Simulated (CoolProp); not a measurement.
Saturated liquid density (kg/m³) of the fluoroketone C6F12O (FK-5-1-12): the reference equation beside estimates from Tc = 441.8 K, pc = 1.869 MPa, ω = 0.471. Rackett uses Z = 0.29056 − 0.08775 ω.

The numbers come from the reference Helmholtz-energy equation of state, McLinden 2015 in CoolProp.

```csv
T (K),reference,Rackett,van der Waals,Redlich-Kwong
221.6,1817,2015,1053,1564
233.5,1785,1979,1037,1537
245.4,1752,1942,1020,1509
257.3,1720,?,1003,1479
269.3,1686,1866,?,1448
281.2,1652,1826,965.9,1415
293.1,1617,1786,946.1,1381
305,1581,1743,?,1344
316.9,1544,1699,903.8,1306
328.8,1505,1654,880.9,1265
340.8,1464,1605,856.4,1221
352.7,1421,1555,?,?
```

### Question
Complete the blanks.

### Answer

- 257.3, Rackett: 1905
- 269.3, van der Waals: 984.7
- 305, van der Waals: 925.5
- 352.7, van der Waals: 830.4
- 352.7, Redlich-Kwong: 1174

Absolute difference from the reference over all 12 rows, mean and median: Rackett 10.4 and 10.5 %, van der Waals 41.6 and 41.5 %, Redlich-Kwong 14.9 and 14.5 %.
